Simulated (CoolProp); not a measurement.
Properties of isopentane along the isotherm 232.8 K.

Values from CoolProp's reference Helmholtz-energy equation of state, Lemmon 2006. It is a short technical equation, of lower accuracy than the large ones.

```tsv
p (kPa)	phase	density (kg/m³)	fugacity coefficient
563	liquid	678.0	0.007670
1130	liquid	678.5	0.003943
1690	liquid	678.9	0.002719
2250	liquid	679.4	0.002106
2820	liquid	679.8	0.001733
3380	liquid	680.3	0.001491
3940	liquid	680.7	0.001319
4500	liquid	681.1	0.001191
5070	liquid	681.6	0.001091
```
